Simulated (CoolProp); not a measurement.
Vapour-liquid equilibrium of R124 (1) + R142b (2) at 0.0835 MPa; x and y are mole fractions of (1).

Model: multi-fluid Helmholtz-energy mixture model, de Vries 1995 and Lemmon 2006; pair parameters Bell 2016, in CoolProp.

| x | bubble temperature, mixture model (°C) | bubble temperature, Raoult's law (°C) | y, mixture model | y, Raoult's law |
|---|---|---|---|---|
| 0.05 | -13.9 | -13.9 | 0.053 | 0.056 |
| 0.2 | (withheld) | -14.4 | 0.211 | 0.219 |
| 0.35 | -14.4 | -14.8 | (withheld) | 0.377 |
| 0.5 | -14.7 | -15.2 | 0.523 | 0.529 |
| 0.65 | -15.1 | -15.6 | 0.677 | 0.676 |
| 0.8 | -15.6 | -16.0 | 0.824 | 0.818 |
| 0.95 | (withheld) | -16.4 | 0.959 | 0.955 |

**Question.** Some entries are withheld; supply them.

**Answer.** 
- 0.2, bubble temperature, mixture model (°C): -14.1
- 0.35, y, mixture model: 0.367
- 0.95, bubble temperature, mixture model (°C): -16.2

The largest gap from Raoult's law is +0.5 K in bubble temperature, at x = 0.65. No azeotrope shows between x = 0.05 and 0.95.

Pair parameters are fitted to limited data, so mixtures are less certain than the pure fluids.
